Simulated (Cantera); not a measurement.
# Thermodynamics of fluorocarbon and chlorocarbon gases, feed CHF3 + F2 + H2

Feed: 1 mol CHF3, 0.023 mol F2, 5.8 mol H2, equilibrated at 1.30 mbar.

Method: chemical equilibrium by Gibbs-energy minimisation in Cantera with the NASA 1993 tables (ideal gas, pure condensed phases). Candidate condensed phases: C, C6H6, C7H8, C8H18; 110 gas species. Ions and electrons are included (thermal ionisation). The numbers say what is thermodynamically allowed, not how fast it happens.

| T (K) | x H | x HF | x F | x C | x H2 | x C3 |
|---|---|---|---|---|---|---|
| 3000 | 0.706 | 0.197 | 0.0331 | 0.0157 | 0.0260 | 0.0158 |
| 3250 | 0.736 | 0.101 | 0.102 | 0.0418 | 0.00684 | 0.00476 |
| 3500 | 0.749 | 0.0324 | 0.156 | 0.0570 | 0.00209 | 0.000349 |
| 3750 | 0.754 | 0.00929 | 0.175 | 0.0595 | 0.000736 | 1.83e-5 |
| 4000 | 0.756 | 0.00288 | 0.181 | 0.0599 | 0.000292 | 1.27e-6 |
| 4250 | 0.757 | 0.00101 | 0.182 | 0.0600 | 0.000129 | 1.18e-7 |
| 4500 | 0.757 | 0.000392 | 0.183 | 0.0600 | 6.23e-5 | 1.43e-8 |
| 4750 | 0.757 | 0.000168 | 0.183 | 0.0599 | 3.24e-5 | 2.15e-9 |
| 5000 | 0.757 | 7.84e-5 | 0.183 | 0.0597 | 1.80e-5 | 3.89e-10 |
x: gas mole fraction; nothing condenses.

From 3000 K to 5000 K nothing is condensed. The main C-bearing gas is C3 at 3000 K and C at 5000 K.
